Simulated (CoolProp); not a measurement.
Properties of R507A along the isobar 20200 kPa (Tc = 343.8 K, pc = 3705 kPa, ω = 0.286).

Computed with CoolProp (reference Helmholtz-energy equation of state, Lemmon 2003). It is a pseudo-pure fit of the blend.

| T (K) | phase | speed of sound (m/s) | expansivity (1/kK) | conductivity (mW/(m K)) | Prandtl number |
|---|---|---|---|---|---|
| 316.1 | liquid | 524.9 | 2.612 | ? | 2.93 |
| 331.4 | liquid | 481.3 | 2.819 | 71.2 | 2.73 |
| 346.7 | supercritical | 440.8 | 3.051 | 67.9 | 2.56 |
| 362.1 | supercritical | 403.4 | 3.306 | ? | 2.42 |
| 377.4 | supercritical | 370.2 | 3.569 | 62.0 | 2.31 |
| 392.7 | supercritical | 341.3 | 3.820 | 59.5 | 2.21 |
| 408 | supercritical | 316.9 | 4.035 | 57.3 | 2.12 |
| 423.4 | supercritical | 297.1 | 4.188 | 55.3 | 2.02 |
| 438.7 | supercritical | 281.9 | ? | 53.7 | 1.91 |
| 454 | supercritical | ? | 4.242 | 52.3 | 1.81 |
| 469.3 | supercritical | 262.8 | 4.149 | 51.3 | 1.71 |
| 484.7 | supercritical | 257.7 | 3.999 | 50.5 | 1.61 |
| 500 | supercritical | 254.8 | ? | 50.0 | 1.52 |

Problem. What belongs in the gaps?

Solution. 
- 316.1, conductivity (mW/(m K)): 74.7
- 362.1, conductivity (mW/(m K)): 64.8
- 438.7, expansivity (1/kK): 4.258
- 454, speed of sound (m/s): 270.6
- 500, expansivity (1/kK): 3.815

Viscosity comes from a separate model (Geller 2000). Thermal conductivity comes from a separate model (Geller 2001).
